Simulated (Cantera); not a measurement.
A perfectly stirred reactor is fed with CO : H₂ : CH₄ : O₂ : N₂ = 1 : 0.11 : 1.3 : 7.89 : 44.2 (molar parts), equivalence ratio 0.40, at 6.60 bar; it is adiabatic with a 575 K inlet, and is followed from long to short residence time, starting on the burning branch (τ in s: 0.16, 0.064, 0.026, 0.011, 0.0044, 0.0018, 0.00073, 0.0003, 0.00012, 5e-05, 2e-05, 8.3e-06, 3.4e-06).

Cantera simulation using GRI-Mech 3.0 (53 species, 325 reactions); the numbers are that mechanism's predictions, not measurements.

### Question
Predict: blow-out, bracketed by the residence times tried; x(CO) at τ = 0.160 s; x(H₂) at τ = 0.160 s; x(CH₄) at τ = 0.160 s; x(HCO) at τ = 0.160 s; x(CO) at τ = 0.730 ms; x(H₂) at τ = 0.730 ms; x(CH₄) at τ = 0.730 ms.

### Answer
```
Quantity                                                                       Value
------------------------------------------------  ----------------------------------
blow-out, bracketed by the residence times tried  burning at 64.0 ms, out at 26.0 ms
x(CO) at τ = 0.160 s                                                         0.00150
x(H₂) at τ = 0.160 s                                                         2.57e-5
x(CH₄) at τ = 0.160 s                                                       0.000105
x(HCO) at τ = 0.160 s                                                        1.45e-9
x(CO) at τ = 0.730 ms                                                         0.0183
x(H₂) at τ = 0.730 ms                                                        0.00202
x(CH₄) at τ = 0.730 ms                                                        0.0239
```
